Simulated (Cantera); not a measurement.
An isothermal plug-flow reactor at 873 K and 101000 Pa (inlet), inlet velocity 4.3 m/s, active area per volume 2400 1/m; feed CH₄ : O₂ : N₂ : H₂O = 0.0076 : 0.13 : 0.79 : 0.0062 (molar parts), equivalence ratio 0.12.

Computed with Cantera and Deutschmann's 1995 Pt surface mechanism with GRI-Mech 3.0 gas chemistry. Catalytic surfaces can have several steady states; this one follows from the mechanism file's or the stated starting coverage. Mass transfer to the wall is taken as infinitely fast.

Problem. Predict: x(CH₄) at z = 0.015 m; x(O₂) at z = 0.015 m; x(H₂O) at z = 0.015 m; x(CO₂) at z = 0.015 m; x(CO) at z = 0.015 m; θ(free Pt) at the exit; θ(O*) at the exit; θ(OH*) at the exit.

Solution. 
* **x(CH₄) at z = 0.015 m**: 0.00772
* **x(O₂) at z = 0.015 m**: 0.138
* **x(H₂O) at z = 0.015 m**: 0.00747
* **x(CO₂) at z = 0.015 m**: 0.000416
* **x(CO) at z = 0.015 m**: 1.73e-6
* **θ(free Pt) at the exit**: 0.0717
* **θ(O*) at the exit**: 0.927
* **θ(OH*) at the exit**: 0.00168
